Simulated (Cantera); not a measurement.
Cantera run:

```python
import numpy as np
import cantera as ct

gas_names = [...]  # 123 gases of nasa_gas.yaml made of C, H, O, Si
cond_names = """
    C(gr) C6H6(L) C7H8(L) C8H18(L),n-octa H2O(s) H2O(L) Si(cr) Si(L) SiC(b) SiO2(Lqz) SiO2(hqz) SiO2(L)
""".split()


# ... load() reads the species with a 1 bar reference pressure and builds the phases ...
atoms = {
    'Si': {'Si': 1},
    'CO2': {'C': 1, 'O': 2},
    'H2': {'H': 2},
}
top_T = {'C(gr)': 4500, 'SiC(b)': 3050}  # K; cautious upper limits of use, not melting points


# ... equilibrate(T, P, feed) seeds the gas with the atoms and calls Mixture.equilibrate('TP', solver="vcs", rtol=1e-11, max_steps=5000) ...
results = []
feed = {'Si': 1, 'CO2': 0.66, 'H2': 1.4}  # mol
P = 5200  # Pa
for T in [1373, 1448, 1523, 1598, 1673, 1748, 1823, 1898, 1973, 2048]:
    mix = equilibrate(T, P, feed)
    results.append((T, P, feed, dict(zip(mix.species_names, mix.species_moles))))

top = {s: max(r[3][s] / sum(r[3][g] for g in gas_names) for r in results) for s in gas_names}
cols = sorted((s for s in top if top[s] > 1e-06), key=lambda s: -top[s])[:5]
seen = [c for c in cond_names if any(r[3].get(c, 0) > 1e-12 for r in results)]
print("log10 of partial pressures in bar; condensed amounts in mol")
print(f"{'T/K':>10s}" + "".join(f"{s[:9]:>10s}" for s in cols + seen))
for T, P, feed, n in results:
    ng = sum(n[g] for g in gas_names)
    print(f"{T:10.4g}" + "".join(f"{np.log10(max(n[s] / ng * P / 1e5, 1e-99)):10.3f}" for s in cols)
          + "".join(f"{n.get(c, 0):10.4g}" for c in seen))
```

It prints:

```
log10 of partial pressures in bar; condensed amounts in mol
       T/K        H2       SiO        CO         H        Si     C(gr)    SiC(b) SiO2(hqz)   SiO2(L)
      1373    -1.305    -5.572    -2.612    -6.130   -11.784     0.216    0.3745    0.6254         0
      1448    -1.346    -4.779    -2.163    -5.708   -10.668         0    0.4464     0.553         0
      1523    -1.347    -3.932    -2.162    -5.310    -9.395         0    0.4454    0.5509         0
      1598    -1.353    -3.168    -2.156    -4.951    -8.246         0    0.4395     0.539         0
      1673    -1.384    -2.481    -2.131    -4.636    -7.215         0    0.4094    0.4787         0
      1748    -1.525    -1.880    -2.049    -4.404    -6.316         0    0.2409         0    0.1417
      1823    -1.573    -1.800    -2.029    -4.150    -5.700         0      0.17         0         0
      1898    -1.574    -1.800    -2.029    -3.894    -5.160         0    0.1698         0         0
      1973    -1.575    -1.801    -2.029    -3.658    -4.663         0    0.1693         0         0
      2048    -1.578    -1.803    -2.029    -3.439    -4.202         0    0.1679         0         0
```

Cantera equilibrium calculation (NASA polynomials, part measured and part estimated; ideal gas, pure solids and liquids). Mutual solubility and eutectic melting of coexisting phases are not modelled. The tables hold silica as quartz up to 1696 K and as liquid above; real silica turns to tridymite and cristobalite and melts near 1996 K. Gases not in the tables: Si2H6 and higher silanes.
